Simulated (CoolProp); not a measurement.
Vapour-liquid equilibrium of n-hexane (1) + dimethyl carbonate (2) at 377.9 K; x and y are mole fractions of (1).

Computed with CoolProp (multi-fluid Helmholtz-energy mixture model, Thol 2019 and Zhou 2011; pair parameters Bell 2016).

| x | bubble pressure (kPa) | y at the bubble point | dew pressure at overall composition x (kPa) | liquid density (mol/L) |
|---|---|---|---|---|
| 0.05 | 196.0 | 0.223 | 165.4 | 10.27 |
| 0.125 | 234.7 | 0.384 | 177.6 | 9.844 |
| 0.2 | 259.1 | 0.469 | 191.5 | 9.444 |
| 0.275 | 274.9 | 0.522 | 207.4 | 9.073 |
| 0.35 | 285.6 | 0.560 | 225.6 | 8.729 |
| 0.425 | 293.2 | 0.591 | ? | 8.411 |
| 0.5 | 298.7 | 0.620 | 268.5 | ? |
| 0.575 | 302.7 | 0.649 | 289.5 | 7.846 |
| 0.65 | 305.2 | 0.681 | 302.8 | 7.597 |
| 0.725 | 305.9 | 0.720 | 305.9 | ? |
| 0.8 | 304.2 | 0.769 | 302.0 | 7.158 |
| 0.875 | 299.0 | 0.833 | 294.3 | 6.966 |
| 0.95 | 288.6 | 0.921 | 284.7 | 6.790 |

Problem. What belongs in the gaps?

Solution. 
- 0.425, dew pressure at overall composition x (kPa): 246.2
- 0.5, liquid density (mol/L): 8.117
- 0.725, liquid density (mol/L): 7.368

y crosses x between x = 0.65 and 0.725: the model has an azeotrope there.

The pair parameters rest on a limited set of measurements; away from them the model extrapolates.
